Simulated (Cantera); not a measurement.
A closed system holds: 1 mol C2F6, 0.25 mol CH4, 0.19 mol H2, 1.2 mol HCl, held at 550 °C and 0.000210 bar.

These are equilibrium values from Cantera (NASA tables, ideal gas, pure condensed phases), not measurements of a reactor. Candidate condensed phases: C, C6H6, C7H8, C8H18; 118 gas species. The feed counts by its element totals alone. Condensed phases not in the tables: fluorocarbon polymer. Gases not in the tables: C2F6 and larger saturated fluorocarbons. Equilibrium is a limit: real reactors are often held back by kinetics, nucleation or transport.

### Question
What is the equilibrium state?

### Answer
- x(HF) = 0.402
- x(CF4) = 0.297
- x(HCl) = 0.283
- x(Cl2) = 0.0169
- x(CClF3) = 0.00133
- x(Cl) = 0.000142
- x(CCl2F2) = 1.00e-5
- n(C(graphite)) = 1.13 mol
- gas amount = 3.767 mol
